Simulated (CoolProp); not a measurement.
Vapour pressure (MPa) of R245ca: the reference equation beside estimates from Tc = 174.4 °C, pc = 3.941 MPa, ω = 0.355.

Model: reference Helmholtz-energy equation of state, Zhou 2016, in CoolProp.

| T (°C) | reference | Lee-Kesler | Redlich-Kwong | Soave-Redlich-Kwong |
|---|---|---|---|---|
| 10.05 | 0.05415 | 0.05380 | 0.1380 | 0.05402 |
| 30.95 | 0.1256 | 0.1253 | 0.2666 | 0.1253 |
| 51.85 | 0.2558 | 0.2564 | 0.4661 | 0.2562 |
| 72.85 | 0.4724 | 0.4749 | 0.7557 | 0.4759 |
| 93.75 | 0.8041 | 0.8089 | 1.150 | 0.8146 |
| 114.65 | 1.286 | 1.293 | 1.666 | 1.309 |
| 135.55 | 1.961 | 1.969 | 2.318 | 1.997 |
| 156.55 | 2.886 | 2.896 | 3.125 | 2.927 |

Absolute difference from the reference over all 8 rows, mean and median: Lee-Kesler 0.4 and 0.5 %, Redlich-Kwong 63.5 and 51.5 %, Soave-Redlich-Kwong 1.0 and 1.0 %.
